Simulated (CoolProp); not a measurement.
A Linde-Hampson liquefier for normal hydrogen: isothermal reversible compression at 250 K from 1 atm to 20 MPa, throttling to 1 atm, return gas leaving the recuperator 0 K below the feed. Each further row changes one setting.

The numbers come from the reference Helmholtz-energy equation of state, Leachman 2009 in CoolProp.

| case | compression work (kJ/kg of gas) |
|---|---|
| as stated | 5590 |
| high pressure 40 MPa | 6450 |
| warm-end temperature 280 K | 6250 |
| warm-end gap 5 K | 5590 |
